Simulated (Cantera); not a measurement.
## B2O3 + H2O + H2 (boron, boron nitride and boron oxide)

Input: 1 mol B2O3, 15 mol H2O, 5.5 mol H2, at 0.0133 bar.

Method: chemical equilibrium by Gibbs-energy minimisation in Cantera with the NASA 1993 tables (ideal gas, pure condensed phases). Candidate condensed phases: B, B2O3, B3O3H3, H2O; 23 gas species. Gases not in the tables: H3BO3. Equilibrium is a limit: real reactors are often held back by kinetics, nucleation or transport.

```json
[
 {"T (K)": "1175", "x H2O": "0.727", "x H2": "0.268", "x HBO2": "0.00427", "x H": "5.49e-7", "x OH": "1.04e-8", "x O2": "<1e-12", "x O": "<1e-12", "x BO2": "7.83e-11", "n B2O3(l)": "0.928"},
 {"T (K)": "1275", "x H2O": "0.717", "x H2": "0.266", "x HBO2": "0.0166", "x H": "3.29e-6", "x OH": "1.03e-7", "x O2": "1.66e-12", "x O": "1.25e-12", "x BO2": "3.02e-9", "n B2O3(l)": "0.809"},
 {"T (K)": "1375", "x H2O": "0.686", "x H2": "0.261", "x HBO2": "0.0516", "x H": "1.52e-5", "x OH": "7.17e-7", "x O2": "4.84e-11", "x O": "3.84e-11", "x BO2": "6.74e-8", "n B2O3(l)": "0.441"},
 {"T (K)": "1475", "x H2O": "0.652", "x H2": "0.256", "x HBO2": "0.0918", "x H": "5.68e-5", "x OH": "3.79e-6", "x O2": "8.83e-10", "x O": "7.39e-10", "x BO2": "6.61e-7", "n B2O3(l)": "0"},
 {"T (K)": "1575", "x H2O": "0.652", "x H2": "0.256", "x HBO2": "0.0918", "x H": "0.000182", "x OH": "1.69e-5", "x O2": "1.18e-8", "x O": "1.01e-8", "x BO2": "2.92e-6", "n B2O3(l)": "0"},
 {"T (K)": "1675", "x H2O": "0.652", "x H2": "0.255", "x HBO2": "0.0915", "x H": "0.000508", "x OH": "6.27e-5", "x O2": "1.16e-7", "x O": "1.01e-7", "x BO2": "1.07e-5", "n B2O3(l)": "0"},
 {"T (K)": "1775", "x H2O": "0.651", "x H2": "0.255", "x HBO2": "0.0910", "x H": "0.00127", "x OH": "0.000201", "x O2": "8.85e-7", "x O": "7.80e-7", "x BO2": "3.42e-5", "n B2O3(l)": "0"},
 {"T (K)": "1875", "x H2O": "0.651", "x H2": "0.254", "x HBO2": "0.0905", "x H": "0.00286", "x OH": "0.000571", "x O2": "5.46e-6", "x O": "4.87e-6", "x BO2": "9.62e-5", "n B2O3(l)": "0"},
 {"T (K)": "1975", "x H2O": "0.649", "x H2": "0.253", "x HBO2": "0.0897", "x H": "0.00596", "x OH": "0.00146", "x O2": "2.81e-5", "x O": "2.53e-5", "x BO2": "0.000244", "n B2O3(l)": "0"},
 {"T (K)": "2075", "x H2O": "0.644", "x H2": "0.250", "x HBO2": "0.0885", "x H": "0.0115", "x OH": "0.00339", "x O2": "0.000124", "x O": "0.000112", "x BO2": "0.000562", "n B2O3(l)": "0"},
 {"T (K)": "2175", "x H2O": "0.635", "x H2": "0.246", "x HBO2": "0.0865", "x H": "0.0210", "x OH": "0.00726", "x O2": "0.000472", "x O": "0.000433", "x BO2": "0.00119", "n B2O3(l)": "0"},
 {"T (K)": "2275", "x H2O": "0.616", "x H2": "0.242", "x HBO2": "0.0833", "x H": "0.0362", "x OH": "0.0143", "x O2": "0.00156", "x O": "0.00147", "x BO2": "0.00233", "n B2O3(l)": "0"},
 {"T (K)": "2375", "x H2O": "0.581", "x H2": "0.239", "x HBO2": "0.0782", "x H": "0.0597", "x OH": "0.0258", "x O2": "0.00438", "x O": "0.00434", "x BO2": "0.00418", "n B2O3(l)": "0"}
]
```
x: gas mole fraction; n: condensed amount in mol.

From 1175 K to 1375 K the condensed part is B2O3(l). From 1475 K to 2375 K nothing is condensed.
